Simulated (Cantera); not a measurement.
An isothermal, constant-pressure homogeneous reactor starts with CH4 : CO2 = 1 : 2.9 (molar parts), at 1875 K and 1.01 bar. Integrator tolerance rtol = 1e-08.

Computed with Cantera and GRI-Mech 3.0 (53 species, 325 reactions).

Problem. What does this change do: temperature 1875 to 1325 K?

Solution. 
```
quantity                                             before                                     after
----------------  -----------------------------------------  ----------------------------------------
x(CH4) at 20.0 s    1.30e-9 (gas-phase equilibrium 1.42e-9)     0.159 (gas-phase equilibrium 1.30e-6)
x(CO2) at 20.0 s        0.142 (gas-phase equilibrium 0.142)       0.606 (gas-phase equilibrium 0.182)
x(O2) at 20.0 s     1.41e-8 (gas-phase equilibrium 1.41e-8)     <1e-12 (gas-phase equilibrium <1e-12)
x(H) at 20.0 s    0.000262 (gas-phase equilibrium 0.000262)   1.16e-7 (gas-phase equilibrium 7.29e-7)
x(CH3) at 20.0 s  4.29e-11 (gas-phase equilibrium 4.67e-11)  1.10e-5 (gas-phase equilibrium 9.38e-11)
x(HO2) at 20.0 s  9.30e-12 (gas-phase equilibrium 9.30e-12)     <1e-12 (gas-phase equilibrium <1e-12)
```

Problem. What does this change do: temperature 1875 to 1423 K?

Solution. 
| quantity | before | after |
|---|---|---|
| x(CH4) at 20.0 s | 1.30e-9 (gas-phase equilibrium 1.42e-9) | 0.0249 (gas-phase equilibrium 2.58e-7) |
| x(CO2) at 20.0 s | 0.142 (gas-phase equilibrium 0.142) | 0.305 (gas-phase equilibrium 0.172) |
| x(O2) at 20.0 s | 1.41e-8 (gas-phase equilibrium 1.41e-8) | <1e-12 (gas-phase equilibrium <1e-12) |
| x(H) at 20.0 s | 0.000262 (gas-phase equilibrium 0.000262) | 1.99e-6 (gas-phase equilibrium 2.89e-6) |
| x(CH3) at 20.0 s | 4.29e-11 (gas-phase equilibrium 4.67e-11) | 1.05e-5 (gas-phase equilibrium 7.92e-11) |
| x(HO2) at 20.0 s | 9.30e-12 (gas-phase equilibrium 9.30e-12) | <1e-12 (gas-phase equilibrium <1e-12) |
